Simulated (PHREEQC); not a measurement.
A column of 0.2 m (30 cells, dispersivity 0.01 m, 720 s a shift, diffusion coefficient 3e-10 m²/s) holds 0.31 eq of the database's cation exchanger X per kg of pore water, first in equilibrium with 0.00093 mol MnCl2 and 1e-05 mol HCl per kg of water. It is flushed with 63 mmol/kgw CaCl2 and 0.01 mmol/kgw HCl, at 40 °C. Values are for the last cell. No CO2 enters from the air. Precipitation was switched off in this run.

Base run: PHREEQC, ion-association model, phreeqc.dat. Each further column changes one thing. The table gives Mn in solution (mol/kgw).

```tsv
pore volumes	base	exchange capacity from 0.31 to 0.15 eq/kgw	dispersivity from 0.01 to 0.02 m
0	0.000930	0.000930	0.000930
0.7167	0.0121	0.0121	0.0185
1.417	0.0567	0.0565	0.0536
2.117	0.0626	0.0324	0.0607
2.817	0.0584	0.00416	0.0505
3.517	0.0248	0.000458	0.0250
4.217	0.00489	…	0.00937
4.917	0.000921	…	0.00337
5.617	0.000179	6.08e-7	…
6.317	3.56e-5	6.67e-8	0.000453
7.017	7.15e-6	7.30e-9	0.000169
```

**Question.** Fill in the missing entries.

**Answer.** 
- 4.217, exchange capacity from 0.31 to 0.15 eq/kgw: 5.04e-5
- 4.917, exchange capacity from 0.31 to 0.15 eq/kgw: 5.54e-6
- 5.617, dispersivity from 0.01 to 0.02 m: 0.00123

Constants without temperature data keep their 25 °C values here.
